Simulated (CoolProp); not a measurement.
Properties of ethylbenzene along the isobar 4.3 MPa.

Computed with CoolProp (reference Helmholtz-energy equation of state, Zhou 2012).

| T (K) | phase | cp (kJ/(kg K)) | isothermal compressibility (1/MPa) |
|---|---|---|---|
| 274.7 | liquid | 1.672 | 0.0007181 |
| 292.7 | liquid | 1.726 | 0.0008070 |
| 310.7 | liquid | 1.783 | 0.0009107 |
| 328.7 | liquid | 1.842 | 0.001032 |
| 346.7 | liquid | 1.904 | 0.001176 |
| 364.8 | liquid | 1.968 | 0.001348 |
| 382.8 | liquid | 2.032 | 0.001553 |
| 400.8 | liquid | 2.098 | 0.001801 |
| 418.8 | liquid | 2.164 | 0.002104 |
| 436.8 | liquid | 2.230 | 0.002479 |
